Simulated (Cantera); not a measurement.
# Thermodynamics of carbothermic reduction, feed Fe₂O₃ + C + N₂

Input: 1 mol Fe₂O₃, 0.53 mol C, 4 mol N₂, held at 300000 Pa.

Method: chemical equilibrium by Gibbs-energy minimisation in Cantera with the NASA 1993 tables (ideal gas, pure condensed phases). Candidate condensed phases: C, Fe, Fe(CO)₅, FeO, Fe₂O₃, Fe₃O₄; 27 gas species. The tables' stoichiometric FeO is somewhat more stable than real wüstite, so its field is too wide. FeO: taken at fixed stoichiometry. Rates play no part.

From 1273 K to 1648 K the condensed part is FeO(s). From 1723 K to 1873 K the condensed part is FeO(l).

| T (K) | x N₂ | x CO₂ | x CO | x NO | x O₂ | x Fe | x O | n FeO(s) | n FeO(l) |
|---|---|---|---|---|---|---|---|---|---|
| 1273 | 0.883 | 0.104 | 0.0132 | 3.04e-10 | <1e-12 | 4.02e-12 | <1e-12 | 2.00 | 0 |
| 1348 | 0.883 | 0.104 | 0.0132 | 2.16e-9 | 3.05e-12 | 3.11e-11 | <1e-12 | 2.00 | 0 |
| 1423 | 0.883 | 0.104 | 0.0132 | 1.25e-8 | 4.29e-11 | 1.93e-10 | 5.09e-12 | 2.00 | 0 |
| 1498 | 0.883 | 0.104 | 0.0132 | 6.01e-8 | 4.62e-10 | 9.91e-10 | 4.89e-11 | 2.00 | 0 |
| 1573 | 0.883 | 0.104 | 0.0132 | 2.50e-7 | 3.95e-9 | 4.33e-9 | 3.79e-10 | 2.00 | 0 |
| 1648 | 0.883 | 0.104 | 0.0132 | 9.09e-7 | 2.77e-8 | 1.65e-8 | 2.43e-9 | 2.00 | 0 |
| 1723 | 0.883 | 0.104 | 0.0132 | 2.95e-6 | 1.63e-7 | 5.15e-8 | 1.33e-8 | 0 | 2.00 |
| 1798 | 0.883 | 0.104 | 0.0133 | 8.68e-6 | 8.29e-7 | 1.46e-7 | 6.28e-8 | 0 | 2.00 |
| 1873 | 0.883 | 0.104 | 0.0133 | 2.34e-5 | 3.68e-6 | 3.78e-7 | 2.62e-7 | 0 | 2.00 |
x: gas mole fraction; n: condensed amount in mol.
